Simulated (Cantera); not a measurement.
Feed: 1 mol SiCl4, 3 mol Cl2, 0.6 mol H2, held at 100000 Pa.

Method: chemical equilibrium by Gibbs-energy minimisation in Cantera with the NASA 1993 tables (ideal gas, pure condensed phases). Candidate condensed phases: Si; 19 gas species. Equilibrium is a limit: real reactors are often held back by kinetics, nucleation or transport. All values below are at 1273 K.

Base state: Cl2 0.516, HCl 0.260, SiCl4 0.217, Cl 0.00697 (mole fractions); condensed: gas only.

Q: What changes in the equilibrium state with this change: H2 from 0.6 to 0.28 mol?

A: 
```csv
species,before,after
Cl2,0.516,0.629
SiCl4,0.217,0.233
HCl,0.260,0.130
Cl,0.00697,0.00770
```
